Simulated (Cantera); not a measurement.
Feed: 1 mol TiO2, 0.52 mol CH4, 14 mol H2, at 1850 K and 70.0 Pa.

Method: chemical equilibrium by Gibbs-energy minimisation in Cantera with the NASA 1993 tables (ideal gas, pure condensed phases). Candidate condensed phases: C, C6H6, C7H8, C8H18, H2O, Ti, TiC, TiO, TiO2, Ti2O3, Ti3O5, Ti4O7; 113 gas species. Mutual solubility and eutectic melting of coexisting phases are not modelled. TiO: taken at fixed stoichiometry. Equilibrium is a limit: real reactors are often held back by kinetics, nucleation or transport.

Base state: H2 0.947, CO 0.0331, H 0.0198, H2O 0.000117, TiO 6.74e-5 (mole fractions); condensed: TiO(s) + Ti2O3(s).

Q: What changes in the equilibrium state with this change: TiO2 replaced by CuO?

A: 
```csv
species,before,after
H2,0.947,0.862
Cu,0,0.0598
CO,0.0331,0.0309
H2O,0.000117,0.0284
H,0.0198,0.0189
TiO,6.74e-5,0
OH,1.82e-7,4.60e-5
CO2,1.02e-6,0.000253
"TiO(s), mol",0.0425,0
"Ti2O3(s), mol",0.478,0
```
Further candidate phases: Cu, CuO, Cu(OH)2, Cu2O.
